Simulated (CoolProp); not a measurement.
R1132(E) along the isotherm 400 K: Z from the reference equation and from simpler models built on Tc = 348.8 K, pc = 51.74 bar, ω = 0.245; each cubic takes its own stable root.

Computed with CoolProp (reference Helmholtz-energy equation of state, Akasaka 2024).

```json
[
 {"p (bar)": "0.206", "phase": "gas", "reference": "0.9991"},
 {"p (bar)": "0.31", "phase": "gas", "reference": "0.9987"},
 {"p (bar)": "0.468", "phase": "gas", "reference": "0.9981"},
 {"p (bar)": "0.706", "phase": "gas", "reference": "0.9971"},
 {"p (bar)": "1.06", "phase": "gas", "reference": "0.9956"},
 {"p (bar)": "1.61", "phase": "gas", "reference": "0.9933"},
 {"p (bar)": "2.42", "phase": "gas", "reference": "0.9899"},
 {"p (bar)": "3.66", "phase": "gas", "reference": "0.9847"},
 {"p (bar)": "5.51", "phase": "gas", "reference": "0.9768"},
 {"p (bar)": "8.32", "phase": "gas", "reference": "0.9648"},
 {"p (bar)": "12.5", "phase": "gas", "reference": "0.9466"},
 {"p (bar)": "18.9", "phase": "gas", "reference": "0.9181"},
 {"p (bar)": "28.6", "phase": "gas", "reference": "0.8732"},
 {"p (bar)": "43.1", "phase": "gas", "reference": "0.8020"},
 {"p (bar)": "65", "phase": "supercritical", "reference": "0.6845"}
]
```

Q: How far does each simpler model (Soave-Redlich-Kwong, Peng-Robinson) lie from the reference over these 15 states: mean and median of the absolute difference, and the worst?

A: 
- Soave-Redlich-Kwong: mean 0.3 %, median 0.0 %, worst +3.0 % at 400 K and 65 bar
- Peng-Robinson: mean 0.5 %, median 0.2 %, worst -1.9 % at 400 K and 43.1 bar
